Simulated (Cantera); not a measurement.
What does this Cantera script print?

```python
import numpy as np
import cantera as ct

gas = ct.Solution("h2o2.yaml")
gas.TPX = 1123, 1200, {'H2': 0.022, 'O2': 0.12, 'N2': 1.1}
reactor = ct.IdealGasConstPressureReactor(gas, energy="off", clone=False)
net = ct.ReactorNet([reactor])
net.rtol, net.atol = 1e-08, 1e-18
show = ['H2', 'O2', 'O', 'H', 'H2O2']
times = np.geomspace(0.0002, 3, 12)

steps = ct.SolutionArray(gas, extra=["t"])
rows = []
print(f"{'t/s':>10s}{'T/K':>9s}{'P/Pa':>11s}" + "".join(f"{s:>11s}" for s in show))
for t in times:
    while net.time < t:
        t_next = net.step()
        steps.append(gas.state, t=t_next)
    rows.append([np.interp(t, steps.t, y) for y in (steps.T, steps.P, *steps(*show).X.T)])
    print(f"{t:10.3e}{rows[-1][0]:9.1f}{rows[-1][1]:11.4g}" + "".join(f"{x:11.3e}" for x in rows[-1][2:]))
rate = np.gradient(steps.T, steps.t)
print("integrator steps:", len(steps.t))
if steps.T.max() > steps.T[0] + 200:
    print(f"time of steepest temperature rise: {steps.t[rate.argmax()]:.4e} s")
gas.TPX = 1123, 1200, {'H2': 0.022, 'O2': 0.12, 'N2': 1.1}
gas.equilibrate("TP")
print(f"equilibrium (TP): T = {gas.T:.1f} K  " + "  ".join(f"{s} {gas[s].X[0]:.3e}" for s in show))
```

Output:

```
       t/s      T/K       P/Pa         H2         O2          O          H       H2O2
 2.000e-04   1123.0       1200  1.771e-02  9.662e-02  7.468e-12  5.406e-11  3.766e-15
 4.794e-04   1123.0       1200  1.771e-02  9.662e-02  3.792e-11  1.262e-10  2.157e-14
 1.149e-03   1123.0       1200  1.771e-02  9.662e-02  1.964e-10  3.638e-10  1.236e-13
 2.754e-03   1123.0       1200  1.771e-02  9.662e-02  1.549e-09  2.168e-09  7.062e-13
 6.601e-03   1123.0       1200  1.771e-02  9.662e-02  7.407e-08  9.847e-08  4.340e-12
 1.582e-02   1123.0       1200  1.601e-02  9.563e-02  5.060e-04  7.046e-04  4.650e-09
 3.792e-02   1123.0       1200  6.376e-04  8.602e-02  6.683e-03  5.523e-03  1.399e-08
 9.090e-02   1123.0       1200  5.234e-04  8.641e-02  5.393e-03  4.022e-03  1.491e-08
 2.179e-01   1123.0       1200  3.425e-04  8.713e-02  3.299e-03  1.975e-03  1.708e-08
 5.222e-01   1123.0       1200  1.357e-04  8.793e-02  1.246e-03  4.636e-04  1.870e-08
 1.252e+00   1123.0       1200  2.963e-05  8.838e-02  2.679e-04  4.611e-05  1.497e-08
 3.000e+00   1123.0       1200  4.997e-06  8.851e-02  4.534e-05  3.208e-06  7.193e-09
integrator steps: 1332
equilibrium (TP): T = 1123.0 K  H2 1.269e-09  O2 8.855e-02  O 1.203e-08  H 1.394e-11  H2O2 6.687e-12
```

Model: the H2/O2 subset of GRI-Mech 3.0, which has no nitrogen chemistry, integrated in Cantera. Radical loss at walls, strong at low pressure, is not modelled.
